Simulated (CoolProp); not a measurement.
R245ca along the isotherm 450 K: fugacity coefficient from the reference equation and from simpler models built on Tc = 447.6 K, pc = 39.41 bar, ω = 0.355; each cubic takes its own stable root.

Model: reference Helmholtz-energy equation of state, Zhou 2016, in CoolProp.

| p (bar) | phase | reference |
|---|---|---|
| 0.187 | gas | 0.9984 |
| 0.282 | gas | 0.9975 |
| 0.425 | gas | 0.9963 |
| 0.642 | gas | 0.9944 |
| 0.968 | gas | 0.9915 |
| 1.46 | gas | 0.9872 |
| 2.2 | gas | 0.9808 |
| 3.32 | gas | 0.9711 |
| 5.01 | gas | 0.9565 |
| 7.57 | gas | 0.9346 |
| 11.4 | gas | 0.9022 |
| 17.2 | gas | 0.8538 |
| 26 | gas | 0.7811 |
| 39.2 | gas | 0.6672 |
| 59.1 | supercritical | 0.4891 |

How far does each simpler model (van der Waals, Soave-Redlich-Kwong, Peng-Robinson) lie from the reference over these 15 states: mean and median of the absolute difference, and the worst?


- van der Waals: mean 1.6 %, median 0.4 %, worst +9.2 % at 450 K and 59.1 bar
- Soave-Redlich-Kwong: mean 0.5 %, median 0.1 %, worst +3.5 % at 450 K and 59.1 bar
- Peng-Robinson: mean 0.6 %, median 0.2 %, worst -2.1 % at 450 K and 39.2 bar
